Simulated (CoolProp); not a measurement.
Vapour-liquid equilibrium of R22 (1) + ethanol (2) at 0.0624 MPa; x and y are mole fractions of (1).

The numbers come from the multi-fluid Helmholtz-energy mixture model, Kamei 1995 and Schroeder 2014; pair parameters Bell 2016 in CoolProp.

```csv
x,bubble temperature (K),y at the bubble point,dew temperature at overall composition x (K),liquid density (mol/L)
0.05,285.2,0.944,338.6,17.21
0.125,256.7,0.993,336.7,17.65
0.2,244.4,0.998,334.6,17.80
0.275,237.3,0.999,332.4,17.84
0.35,232.9,0.999,330.0,17.83
0.425,230.1,1.000,327.3,17.78
0.5,228.3,1.000,324.4,17.69
0.575,227.2,1.000,321.0,17.58
0.65,226.4,1.000,317.1,17.45
0.725,225.8,1.000,312.4,17.30
0.8,225.2,1.000,306.5,17.14
0.875,224.4,1.000,298.2,16.95
0.95,223.4,1.000,283.4,16.76
```

No azeotrope shows between x = 0.05 and 0.95.

The pair parameters rest on a limited set of measurements; away from them the model extrapolates. With so large a gap from Raoult's law the liquid may split in two, which this calculation doesn't test in full.
